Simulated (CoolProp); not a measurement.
CH3F (R41) at 264.39 K and 0.941 MPa is throttled through a valve to 0.641 MPa with no heat exchange. Each further row changes one setting.

Computed with CoolProp (reference Helmholtz-energy equation of state, Lemmon 2006). It is a short technical equation, of lower accuracy than the large ones.

```json
[
 {"case": "as stated", "temperature change (K)": "…", "final density (kg/m³)": "11.3"},
 {"case": "outlet pressure 0.192 MPa", "temperature change (K)": "-21.3", "final density (kg/m³)": "…"},
 {"case": "outlet pressure 0.833 MPa", "temperature change (K)": "-2.7", "final density (kg/m³)": "…"}
]
```

Problem. Complete the blanks.

Solution. 
- as stated, temperature change (K): -7.7
- outlet pressure 0.192 MPa, final density (kg/m³): 3.34
- outlet pressure 0.833 MPa, final density (kg/m³): 14.7
